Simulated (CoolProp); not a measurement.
Properties of CH2F2 (R32) along the isotherm 391.6 K (Tc = 351.3 K, pc = 5.783 MPa, ω = 0.277).

Values from CoolProp's reference Helmholtz-energy equation of state, Tillner-Roth 1997.

```tsv
p (MPa)	phase	density (kg/m³)	cv (kJ/(kg K))	expansivity (1/kK)	Prandtl number	fugacity coefficient
0.0274	gas	0.4383	0.8143	2.565	0.779	0.9988
0.0624	gas	0.9999	0.8151	2.580	0.779	0.9972
0.142	gas	2.284	0.8171	2.614	0.779	0.9936
0.323	gas	5.238	0.8215	2.694	0.779	0.9854
0.736	gas	12.17	0.8317	2.888	0.781	?
1.67	gas	?	0.8558	3.391	0.794	?
3.81	gas	74.81	?	5.057	0.863	0.8359
8.67	supercritical	265.0	1.079	16.91	?	0.6495
```

### Question
Fill in the missing entries.

### Answer

- 0.736, fugacity coefficient: 0.9669
- 1.67, density (kg/m³): 28.94
- 1.67, fugacity coefficient: 0.9260
- 3.81, cv (kJ/(kg K)): 0.9170
- 8.67, Prandtl number: 1.46

Viscosity comes from a separate model (Bell 2016), an estimate that may be off by 10 % or more. Thermal conductivity comes from a separate model (Huber 2003), an estimate that may be off by 10 % or more.
